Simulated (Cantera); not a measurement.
**BN + H2 (nitride etching)**

Input: 1 mol BN, 52 mol H2.

These are equilibrium values from Cantera (NASA tables, ideal gas, pure condensed phases), not measurements of a reactor. Candidate condensed phases: B, BN; 15 gas species. Mutual solubility and eutectic melting of coexisting phases are not modelled. Equilibrium is a limit: real reactors are often held back by kinetics, nucleation or transport.

Map the stable condensed phases over T = 1675, 1700, 1725, 1750, 1775, 1800, 1825, 1850, 1875, 1900, 1925, 1950, 1975, 2000 K and P in Pa = 1, 3.2, 10, 32, 100, 320, 1000, 3200, 10000, 32000, 100000.


```
T in K \ P in Pa
              1    3.2     10     32    100    320   1000   3200  10000  32000 100000
   2000       A      A      A      A      A      A      A      B      B      B      C
   1975       A      A      A      A      A      A      B      B      B      B      C
   1950       A      A      A      A      A      A      B      B      B      C      C
   1925       A      A      A      A      A      A      B      B      B      C      C
   1900       A      A      A      A      A      B      B      B      B      C      C
   1875       A      A      A      A      A      B      B      B      B      C      C
   1850       A      A      A      A      A      B      B      B      B      C      C
   1825       A      A      A      A      B      B      B      B      C      C      C
   1800       A      A      A      A      B      B      B      B      C      C      C
   1775       A      A      A      B      B      B      B      B      C      C      C
   1750       A      A      A      B      B      B      B      B      C      C      C
   1725       A      A      A      B      B      B      B      C      C      C      C
   1700       A      A      B      B      B      B      B      C      C      C      C
   1675       A      A      B      B      B      B      B      C      C      C      C
```
A: B; B: B + BN; C: BN.
